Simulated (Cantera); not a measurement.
An isothermal, constant-pressure homogeneous reactor starts with CO : O2 : H2O : N2 = 0.0015 : 0.016 : 0.0068 : 1 (molar parts), equivalence ratio 0.047, at 1300 K and 8.78 atm. Integrator tolerance rtol = 1e-08.

Detailed kinetics in Cantera: GRI-Mech 3.0 (53 species, 325 reactions).

Problem. What does this change do: 0.01 parts CH4 added?

Solution. 
```
quantity                                             before                                    after
----------------  -----------------------------------------  ---------------------------------------
x(CO) at 100 s    6.20e-10 (gas-phase equilibrium 6.21e-10)  0.00345 (gas-phase equilibrium 0.00360)
x(O2) at 100 s        0.0149 (gas-phase equilibrium 0.0148)    <1e-12 (gas-phase equilibrium <1e-12)
x(H2O) at 100 s     0.00664 (gas-phase equilibrium 0.00664)    0.0203 (gas-phase equilibrium 0.0203)
x(H2) at 100 s      1.59e-9 (gas-phase equilibrium 1.60e-9)  0.00530 (gas-phase equilibrium 0.00555)
x(H2O2) at 100 s  1.33e-10 (gas-phase equilibrium 1.32e-10)    <1e-12 (gas-phase equilibrium <1e-12)
```
